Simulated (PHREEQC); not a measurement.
Make-up at 25 °C: 0.027 mol/kgw HCl, 0.00017 mol/kgw CuSO4 and 0.0062 mol/kgw MnSO4. Closed to the air; pH follows from the charge balance.

The numbers come from PHREEQC with the ion-association model, wateq4f.dat.

Each row changes one thing in this solution. This is a speciation only: nothing precipitates in the calculation.

```tsv
case	pH	ionic strength (mol/kgw)	Mn+2 (mol/kgw)	HSO4- (mol/kgw)	SO4-2 (mol/kgw)	MnSO4 (mol/kgw)	SI of Chalcanthite (CuSO4:5H2O)	SI of Tenorite (CuO)
as made	1.69	0.0432	0.00531	0.00309	0.00266	0.000599	-4.39	-8.38
0.0071 mol/kgw NaHCO3 added	1.83	0.0439	0.00524	0.00256	[?]	0.000674	-4.34	-8.11
HCl from 0.027 to 0.0027 mol/kgw	2.72	0.0217	0.00487	0.000548	0.00449	0.00129	-4.07	-6.30
MnSO4 from 0.0062 to 0.031 mol/kgw	1.84	0.0990	0.0221	0.00938	[?]	0.00796	-3.98	-8.27
diluted 5-fold with water	[?]	0.00952	0.00114	[?]	0.000889	8.24e-5	-5.26	-7.63
```

Q: Fill in the missing entries.

A: 
- 0.0071 mol/kgw NaHCO3 added, SO4-2 (mol/kgw): 0.00306
- MnSO4 from 0.0062 to 0.031 mol/kgw, SO4-2 (mol/kgw): 0.0138
- diluted 5-fold with water, pH: 2.33
- diluted 5-fold with water, HSO4- (mol/kgw): 0.000300
